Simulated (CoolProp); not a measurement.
Vapour-liquid equilibrium of carbon dioxide (1) + CH2F2 (R32) (2) at 232 K; x and y are mole fractions of (1).

The numbers come from the multi-fluid Helmholtz-energy mixture model, Span 1996 and Tillner-Roth 1997; pair parameters Bell 2016 in CoolProp.

```tsv
x	bubble pressure (kPa)	y at the bubble point	dew pressure at overall composition x (kPa)	liquid density (mol/L)
0.05	209.3	0.225	176.0	22.84
0.15	291.5	0.491	193.6	23.05
0.25	373.4	0.641	214.9	23.28
0.35	454.1	0.737	241.4	23.52
0.45	533.4	0.805	275.0	23.78
0.55	611.2	0.856	319.3	24.05
0.65	688.1	0.896	379.8	24.34
0.75	764.6	0.930	467.2	24.64
0.85	842.0	0.960	601.1	24.96
0.95	921.6	0.987	815.3	25.30
```

No azeotrope shows between x = 0.05 and 0.95.

Pair parameters are fitted to limited data, so mixtures are less certain than the pure fluids.
